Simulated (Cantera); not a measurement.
An adiabatic, constant-volume homogeneous reactor starts with CH₃OH : O₂ : N₂ : H₂O = 1 : 0.714 : 2.69 : 0.11 (molar parts), at 1250 K and 17.0 bar. Integrator tolerance rtol = 1e-08.

Cantera simulation using GRI-Mech 3.0 (53 species, 325 reactions); the numbers are that mechanism's predictions, not measurements. GRI-Mech 3.0 was tuned for natural gas; its chemistry of methanol as a main component is partial and can be far from experiment. The pressure lies above the range GRI-Mech 3.0 was tuned for (to about 10 atm).

Problem. What does this change do: pressure from 17.0 bar to 0.230 bar?

Solution. 
```tsv
quantity	before	after
time of steepest temperature rise	0.360 ms	12.8 ms
temperature at 0.100 s	2692 K	2560 K
equilibrium temperature	2692 K	2560 K
x(CH₃OH) at 0.100 s	6.18e-11 (gas-phase equilibrium 6.37e-11)	<1e-12 (gas-phase equilibrium <1e-12)
x(O₂) at 0.100 s	1.26e-5 (gas-phase equilibrium 1.26e-5)	0.000294 (gas-phase equilibrium 0.000294)
x(H₂O) at 0.100 s	0.228 (gas-phase equilibrium 0.228)	0.219 (gas-phase equilibrium 0.219)
x(NO) at 0.100 s	0.000187 (gas-phase equilibrium 0.000187)	0.000730 (gas-phase equilibrium 0.000730)
x(CH₃) at 0.100 s	1.86e-9 (gas-phase equilibrium 2.06e-9)	2.56e-12 (gas-phase equilibrium 2.94e-12)
x(CH₄) at 0.100 s	4.91e-9 (gas-phase equilibrium 5.45e-9)	1.25e-12 (gas-phase equilibrium 1.44e-12)
```

Problem. What does this change do: CH3OH 1 to 0.56 parts?

Solution. 
| quantity | before | after |
|---|---|---|
| time of steepest temperature rise | 0.360 ms | 0.407 ms |
| temperature at 0.100 s | 2692 K | 3022 K |
| equilibrium temperature | 2692 K | 3022 K |
| x(CH₃OH) at 0.100 s | 6.18e-11 (gas-phase equilibrium 6.37e-11) | <1e-12 (gas-phase equilibrium <1e-12) |
| x(O₂) at 0.100 s | 1.26e-5 (gas-phase equilibrium 1.26e-5) | 0.00490 (gas-phase equilibrium 0.00490) |
| x(H₂O) at 0.100 s | 0.228 (gas-phase equilibrium 0.228) | 0.237 (gas-phase equilibrium 0.237) |
| x(NO) at 0.100 s | 0.000187 (gas-phase equilibrium 0.000187) | 0.00649 (gas-phase equilibrium 0.00649) |
| x(CH₃) at 0.100 s | 1.86e-9 (gas-phase equilibrium 2.06e-9) | 9.19e-12 (gas-phase equilibrium 1.09e-11) |
| x(CH₄) at 0.100 s | 4.91e-9 (gas-phase equilibrium 5.45e-9) | 3.64e-12 (gas-phase equilibrium 4.30e-12) |
Above 3000 K some thermodynamic fits are extrapolated.
